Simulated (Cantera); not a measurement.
What does this Cantera script print?

```python
import numpy as np
import cantera as ct

gas = ct.Solution("gri30.yaml")
gas.TPX = 1723, 2666, {'CH4': 0.019, 'H2': 1, 'N2': 0.037}
reactor = ct.IdealGasConstPressureReactor(gas, energy="off", clone=False)
net = ct.ReactorNet([reactor])
net.rtol, net.atol = 1e-08, 1e-18
show = ['CH4', 'H2', 'CH3', 'CH2', 'C2H6']
times = np.geomspace(4e-05, 3, 10)

steps = ct.SolutionArray(gas, extra=["t"])
rows = []
print(f"{'t/s':>10s}{'T/K':>9s}{'P/Pa':>11s}" + "".join(f"{s:>11s}" for s in show))
for t in times:
    while net.time < t:
        t_next = net.step()
        steps.append(gas.state, t=t_next)
    rows.append([np.interp(t, steps.t, y) for y in (steps.T, steps.P, *steps(*show).X.T)])
    print(f"{t:10.3e}{rows[-1][0]:9.1f}{rows[-1][1]:11.4g}" + "".join(f"{x:11.3e}" for x in rows[-1][2:]))
rate = np.gradient(steps.T, steps.t)
print("integrator steps:", len(steps.t))
if steps.T.max() > steps.T[0] + 200:
    print(f"time of steepest temperature rise: {steps.t[rate.argmax()]:.4e} s")
gas.TPX = 1723, 2666, {'CH4': 0.019, 'H2': 1, 'N2': 0.037}
gas.equilibrate("TP")
print(f"equilibrium (TP): T = {gas.T:.1f} K  " + "  ".join(f"{s} {gas[s].X[0]:.3e}" for s in show))
```

It prints:

```
       t/s      T/K       P/Pa        CH4         H2        CH3        CH2       C2H6
 4.000e-05   1723.0       2666  1.799e-02  9.470e-01  3.966e-07  1.995e-13  9.995e-14
 1.392e-04   1723.0       2666  1.799e-02  9.470e-01  1.160e-06  2.787e-12  3.065e-12
 4.846e-04   1723.0       2666  1.799e-02  9.470e-01  3.781e-06  3.720e-11  9.427e-11
 1.687e-03   1723.0       2666  1.798e-02  9.469e-01  1.289e-05  4.652e-10  2.308e-09
 5.872e-03   1723.0       2666  1.795e-02  9.469e-01  4.438e-05  5.598e-09  3.496e-08
 2.044e-02   1723.0       2666  1.781e-02  9.466e-01  1.467e-04  6.050e-08  3.146e-07
 7.114e-02   1723.0       2666  1.691e-02  9.465e-01  3.166e-04  2.852e-07  9.887e-07
 2.476e-01   1723.0       2666  1.346e-02  9.483e-01  2.824e-04  2.870e-07  7.306e-07
 8.619e-01   1723.0       2666  7.628e-03  9.515e-01  1.667e-04  1.815e-07  2.476e-07
 3.000e+00   1723.0       2666  2.907e-03  9.541e-01  6.611e-05  7.687e-08  3.800e-08
integrator steps: 650
equilibrium (TP): T = 1723.0 K  CH4 1.861e-04  H2 9.556e-01  CH3 4.336e-06  CH2 5.258e-09  C2H6 2.635e-10
```

Cantera simulation using GRI-Mech 3.0 (53 species, 325 reactions); the numbers are that mechanism's predictions, not measurements. GRI-Mech 3.0 stops at C3 and has no aromatics, soot or wall deposition, so with more carbon than oxygen in the feed, carbon stays in small species such as C2H2 where larger ones or solid carbon would form. Radical loss at walls, strong at low pressure, is not modelled.
